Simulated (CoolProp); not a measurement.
Vapour-liquid equilibrium of cyclohexane (1) + p-xylene (2) at 637 kPa; x and y are mole fractions of (1).

Values from CoolProp's multi-fluid Helmholtz-energy mixture model, Zhou 2014 and Zhou 2012; pair parameters Bell 2016.

| x | bubble temperature (K) | y at the bubble point | dew temperature at overall composition x (K) | liquid density (mol/L) |
|---|---|---|---|---|
| 0.05 | 490.4 | 0.132 | … | 6.288 |
| 0.15 | 479.4 | 0.343 | 489.5 | 6.454 |
| 0.25 | 470.1 | 0.499 | … | 6.604 |
| 0.35 | 462.3 | 0.617 | 479.0 | 6.741 |
| 0.45 | 455.6 | … | 473.1 | 6.870 |
| 0.55 | 449.9 | … | 466.8 | … |
| 0.65 | 444.8 | … | 459.9 | 7.115 |
| 0.75 | 440.3 | 0.891 | 452.3 | 7.235 |
| 0.85 | 436.1 | 0.937 | 443.9 | 7.357 |
| 0.95 | 432.2 | 0.980 | 434.9 | 7.482 |

Complete the blanks.


- 0.05, dew temperature at overall composition x (K): 494.3
- 0.25, dew temperature at overall composition x (K): 484.4
- 0.45, y at the bubble point: 0.707
- 0.55, y at the bubble point: 0.780
- 0.55, liquid density (mol/L): 6.994
- 0.65, y at the bubble point: 0.840

No azeotrope shows between x = 0.05 and 0.95.

The pair parameters rest on a limited set of measurements; away from them the model extrapolates.
